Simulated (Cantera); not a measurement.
A freely propagating, adiabatic, planar premixed flame of CH4 : CO : O2 : N2 = 1 : 0.086 : 2.04 : 6.74 (molar parts), equivalence ratio 1.0, unburnt at 475 K and 82.5 Torr; mixture-averaged transport, grid criteria slope 0.08 and curve 0.16, no radiation.

Cantera simulation using GRI-Mech 3.0 (53 species, 325 reactions); the numbers are that mechanism's predictions, not measurements. Burning velocities carry a grid error of a few per cent, more on coarse grids.

### Question
What does this change do: CH4 1 to 1.3 parts?

### Answer
| quantity | before | after |
|---|---|---|
| laminar burning velocity | 150 cm/s | 125 cm/s |
| thermal thickness | 2.22 mm | 2.45 mm |
| peak x(C2H2) | 0.000124 | 0.000695 |
| peak x(OH) | 0.0127 | 0.00838 |

### Question
What does this change do: inlet temperature 475 to 523 K?

### Answer
```
quantity                    before     after
------------------------  --------  --------
laminar burning velocity  150 cm/s  175 cm/s
thermal thickness          2.22 mm   2.17 mm
peak x(C2H2)              0.000124  0.000135
peak x(OH)                  0.0127    0.0132
```
